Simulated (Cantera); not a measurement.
Charge: 1 mol FeS, 110 mol H2, 18 mol N2, held at 54.0 Pa.

Cantera equilibrium calculation (NASA polynomials, part measured and part estimated; ideal gas, pure solids and liquids). Candidate condensed phases: Fe, FeS, FeS2, S; 16 gas species. Kinetics and transport are ignored.

At 1102 °C, list the 7 most abundant gas species with their mole fractions, and the condensed phases.

H2 0.853, N2 0.140, H2S 0.00495, S2 0.00126, SH 0.000309, H 0.000136, Fe 1.52e-5. Condensed: Fe(γ).
